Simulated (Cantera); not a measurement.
What does this Cantera script print?

```python
import numpy as np
import cantera as ct

gas = ct.Solution("gri30.yaml")
gas.TPX = 1100, 89000, {'CH4': 1, 'H2': 0.35, 'O2': 2.2, 'N2': 8.26}
reactor = ct.IdealGasReactor(gas, energy="on", clone=False)
net = ct.ReactorNet([reactor])
net.rtol, net.atol = 1e-08, 1e-16
show = ['CH4', 'H2', 'O2', 'O', 'C2H6']
times = np.geomspace(9e-06, 9, 10)

steps = ct.SolutionArray(gas, extra=["t"])
rows = []
print(f"{'t/s':>10s}{'T/K':>9s}{'P/Pa':>11s}" + "".join(f"{s:>11s}" for s in show))
for t in times:
    while net.time < t:
        t_next = net.step()
        steps.append(gas.state, t=t_next)
    rows.append([np.interp(t, steps.t, y) for y in (steps.T, steps.P, *steps(*show).X.T)])
    print(f"{t:10.3e}{rows[-1][0]:9.1f}{rows[-1][1]:11.4g}" + "".join(f"{x:11.3e}" for x in rows[-1][2:]))
rate = np.gradient(steps.T, steps.t)
print("integrator steps:", len(steps.t))
if steps.T.max() > steps.T[0] + 200:
    print(f"time of steepest temperature rise: {steps.t[rate.argmax()]:.4e} s")
gas.TPX = 1100, 89000, {'CH4': 1, 'H2': 0.35, 'O2': 2.2, 'N2': 8.26}
gas.equilibrate("UV")
print(f"equilibrium (UV): T = {gas.T:.1f} K  " + "  ".join(f"{s} {gas[s].X[0]:.3e}" for s in show))
```

Result:

```
       t/s      T/K       P/Pa        CH4         H2         O2          O       C2H6
 9.000e-06   1100.0    8.9e+04  8.467e-02  2.964e-02  1.863e-01  2.459e-11  2.356e-16
 4.177e-05   1100.0    8.9e+04  8.467e-02  2.964e-02  1.863e-01  4.482e-11  3.600e-14
 1.939e-04   1100.0    8.9e+04  8.467e-02  2.964e-02  1.863e-01  1.745e-10  6.458e-12
 9.000e-04   1100.0    8.9e+04  8.467e-02  2.963e-02  1.863e-01  4.698e-09  1.345e-08
 4.177e-03   1108.0  8.962e+04  8.372e-02  2.930e-02  1.856e-01  2.177e-07  2.823e-04
 1.939e-02   2793.2  2.315e+05  5.568e-15  1.723e-02  1.791e-02  4.677e-03  8.768e-29
 9.000e-02   2793.2  2.315e+05  5.568e-15  1.723e-02  1.791e-02  4.677e-03  8.768e-29
 4.177e-01   2793.2  2.315e+05  5.568e-15  1.723e-02  1.791e-02  4.677e-03  8.768e-29
 1.939e+00   2793.2  2.315e+05  5.568e-15  1.723e-02  1.791e-02  4.677e-03  8.768e-29
 9.000e+00   2793.2  2.315e+05  5.568e-15  1.723e-02  1.791e-02  4.677e-03  8.768e-29
integrator steps: 2273
time of steepest temperature rise: 1.0547e-02 s
equilibrium (UV): T = 2793.2 K  CH4 7.216e-15  H2 1.723e-02  O2 1.791e-02  O 4.677e-03  C2H6 1.385e-28
```

Computed with Cantera and GRI-Mech 3.0 (53 species, 325 reactions).
